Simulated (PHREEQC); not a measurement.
1 kg of water holding 0.25 mol KCl, 0.064 mol LiCl and 0.17 mol NaCl is evaporated at 25 °C; the solids stay in contact with the brine. No CO2 enters from the air. Solids allowed: Halite, Sylvite. Others were left out.

The numbers come from PHREEQC with the Pitzer model, pitzer.dat.

### Question
Predict Na in solution (mol/kgw) at water left (kg) = 0.01627, 0.01337.

### Answer
| water left (kg) | Na in solution (mol/kgw) |
|---|---|
| 0.01627 | 2.27 |
| 0.01337 | 1.77 |
